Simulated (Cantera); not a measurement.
A freely propagating, adiabatic, planar premixed flame of 9.51 % CH4, 19.0 % O2, 71.5 % N2, unburnt at 350 K and 17000 Pa; mixture-averaged transport, grid criteria slope 0.08 and curve 0.16, no radiation.

Computed with Cantera and GRI-Mech 3.0 (53 species, 325 reactions). Burning velocities carry a grid error of a few per cent, more on coarse grids.

Problem. Predict: laminar burning velocity; thermal thickness; peak x(H); peak x(C2H); peak x(C2H2).

Solution. 
```
Item                          Value
------------------------  ---------
laminar burning velocity  74.4 cm/s
thermal thickness           1.83 mm
peak x(H)                    0.0135
peak x(C2H)                 1.43e-7
peak x(C2H2)                9.03e-5
```
